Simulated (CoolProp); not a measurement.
A single-stage vapour-compression cycle with R142b: evaporating at 250.15 K (dew point), condensing at 306.15 K (bubble point), superheat 2 K, subcooling 5 K, compressor efficiency 0.6, no pressure losses. Each further row changes one setting.

Computed with CoolProp (reference Helmholtz-energy equation of state, Lemmon 2006). It is a short technical equation, of lower accuracy than the large ones.

| case | cooling COP | pressure ratio | discharge temperature (K) | refrigerating effect (kJ/kg) | volumetric capacity (kJ/m³) |
|---|---|---|---|---|---|
| as stated | 2.23 | 7.71 | 348.2 | 168 | 461 |
| evaporating temperature 255.15 K | 2.55 | (withheld) | (withheld) | (withheld) | 580 |
| condensing temperature 301.15 K | (withheld) | (withheld) | (withheld) | 175 | 479 |
| subcooling 10 K | 2.31 | 7.71 | 348.2 | 175 | 479 |
| superheat 12 K | 2.23 | 7.71 | 359.6 | (withheld) | 462 |
| compressor efficiency 0.5 | 1.86 | 7.71 | 363.7 | 168 | 461 |

**Question.** Some entries are withheld; supply them.

**Answer.** 
- evaporating temperature 255.15 K, pressure ratio: 6.16
- evaporating temperature 255.15 K, discharge temperature (K): 343.2
- evaporating temperature 255.15 K, refrigerating effect (kJ/kg): 171
- condensing temperature 301.15 K, cooling COP: 2.51
- condensing temperature 301.15 K, pressure ratio: 6.65
- condensing temperature 301.15 K, discharge temperature (K): 341.1
- superheat 12 K, refrigerating effect (kJ/kg): 176
